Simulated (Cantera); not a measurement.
What does this Cantera script print?

```python
import numpy as np
import cantera as ct

gas_names = """
    Cu CuF CuF2 Cu2 F F2
""".split()
cond_names = """
    Cu(cr) Cu(L) CuF2(s) CuF2(L)
""".split()


# ... load() reads the species with a 1 bar reference pressure and builds the phases ...
atoms = {
    'Cu': {'Cu': 1},
    'F2': {'F': 2},
}
top_T = {}  # K; cautious upper limits of use, not melting points


# ... equilibrate(T, P, feed) seeds the gas with the atoms and calls Mixture.equilibrate('TP', solver="vcs", rtol=1e-11, max_steps=5000) ...
results = []
feed = {'Cu': 1, 'F2': 7.4}  # mol
T = 1073  # K
P = 13332.2  # Pa
mix = equilibrate(T, P, feed)
results.append((T, P, feed, dict(zip(mix.species_names, mix.species_moles))))
print(gas.report(threshold=0.001))
for i in range(1, mix.n_phases):
    print(f"{mix.phase(i).name:16s} {mix.phase_moles(i):12.5e} mol")
```

Output:

```
       temperature   1073 K
          pressure   13332 Pa
           density   0.045311 kg/m^3
  mean mol. weight   30.32 kg/kmol
   phase of matter   gas

                          1 kg             1 kmol
                     ---------------   ---------------
          enthalpy        1.8197e+06        5.5174e+07  J
   internal energy        1.5255e+06        4.6252e+07  J
           entropy              8085        2.4514e+05  J/K
    Gibbs function       -6.8555e+06       -2.0786e+08  J
 heat capacity c_p            1015.5             30792  J/K
 heat capacity c_v            741.32             22477  J/K

                      mass frac. Y      mole frac. X     chem. pot. / RT
                     ---------------   ---------------   ---------------
                 F           0.25466           0.40642             -14.6
                F2           0.74298           0.59287           -29.201
     [   +4 minor]         0.0023623        0.00070536

Cu(cr)            0.00000e+00 mol
CuF2(s)           9.94329e-01 mol
```

Method: chemical equilibrium by Gibbs-energy minimisation in Cantera with the NASA 1993 tables (ideal gas, pure condensed phases).
